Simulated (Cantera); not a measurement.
An isothermal, constant-pressure homogeneous reactor starts with 78.1 % NH₃, 21.9 % H₂, at 2100 K and 10.00 Torr.

Cantera simulation using the gas-phase N/H chemistry of the illustrative SiF4/NH3 mechanism in the Surface Chemkin manual (1991); the numbers are that mechanism's predictions, not measurements. Walls and surfaces, which speed up NH3 decomposition in real reactors, are not modelled.

x: mole fraction; the columns are a selection and need not sum to one.

```
t (s)       x NH₃   x H₂       x H     x NH      x N   x N₂H₂
--------  -------  -----  --------  -------  -------  -------
0.000900    0.781  0.219   4.81e-5  2.62e-6  3.48e-8      ___
0.00256     0.779  0.220  0.000127  1.69e-5  5.51e-7      ___
0.00730     0.771  0.225  0.000209  3.93e-5  1.85e-6  1.60e-5
0.0208      0.746  0.243  0.000231  4.06e-5  2.02e-6  1.58e-5
0.0592      0.679  0.291  0.000282  4.08e-5  2.23e-6      ___
0.169       0.529  0.399  0.000411  3.96e-5  2.58e-6      ___
0.480       0.287  0.573  0.000704  3.38e-5  2.93e-6      ___
1.37       0.0746  0.726   0.00133  2.10e-5  2.91e-6      ___
3.90      0.00221  0.775   0.00472  7.07e-6  3.34e-6      ___
11.1      1.34e-6  0.761    0.0224  1.00e-7  2.29e-7   <1e-12
31.6      1.72e-7  0.760    0.0237  1.44e-8  3.50e-8   <1e-12
90.0      7.72e-8  0.760    0.0237  6.48e-9  1.57e-8   <1e-12
```

Problem. Some entries are withheld; supply them.

Solution. 
- 0.000900, x N₂H₂: 4.77e-7
- 0.00256, x N₂H₂: 5.08e-6
- 0.0592, x N₂H₂: 1.36e-5
- 0.169, x N₂H₂: 9.40e-6
- 0.480, x N₂H₂: 4.12e-6
- 1.37, x N₂H₂: 7.83e-7
- 3.90, x N₂H₂: 1.80e-8
